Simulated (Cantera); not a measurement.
Hydrocarbon pyrolysis for carbon deposition

An isothermal, constant-pressure homogeneous reactor starts with 75.0 % C₂H₆, 25.0 % N₂, at 1048 K and 13300 Pa.

Model: GRI-Mech 3.0 (53 species, 325 reactions), integrated in Cantera. GRI-Mech 3.0 stops at C3 and has no aromatics, soot or wall deposition, so with more carbon than oxygen in the feed, carbon stays in small species such as C2H2 where larger ones or solid carbon would form.

```tsv
t (s)	x C₂H₆	x C₂H₄	x HCN	x C₂H	x CH₃	x C₂H₂	x H₂
4.00e-6	0.750	5.04e-12	<1e-12	<1e-12	2.86e-8	<1e-12	1.03e-11
1.32e-5	0.750	1.73e-10	<1e-12	<1e-12	9.08e-8	<1e-12	1.79e-10
4.35e-5	0.750	5.76e-9	<1e-12	<1e-12	2.65e-7	<1e-12	5.65e-9
0.000143	0.750	1.70e-7	<1e-12	<1e-12	6.06e-7	<1e-12	1.69e-7
0.000473	0.750	3.76e-6	<1e-12	<1e-12	8.49e-7	1.07e-12	3.75e-6
0.00156	0.750	5.60e-5	<1e-12	<1e-12	8.97e-7	2.14e-10	5.59e-5
0.00514	0.749	0.000655	<1e-12	<1e-12	1.32e-6	2.90e-8	0.000651
0.0169	0.739	0.00597	<1e-12	<1e-12	3.28e-6	2.41e-6	0.00588
0.0558	0.697	0.0296	<1e-12	<1e-12	3.72e-6	4.86e-5	0.0290
0.184	0.578	0.0962	<1e-12	<1e-12	3.33e-6	0.000356	0.0945
0.607	0.334	0.231	<1e-12	<1e-12	2.49e-6	0.00161	0.227
2.00	0.0906	0.360	<1e-12	<1e-12	1.36e-6	0.00553	0.356
```
x: mole fraction; the columns are a selection and need not sum to one.

Equilibrium at this temperature and pressure: C₂H₆ 0.00127, C₂H₄ 0.128, HCN 0.0319, C₂H <1e-12, CH₃ 8.30e-7, C₂H₂ 0.0859, H₂ 0.0610 (gas phase only).
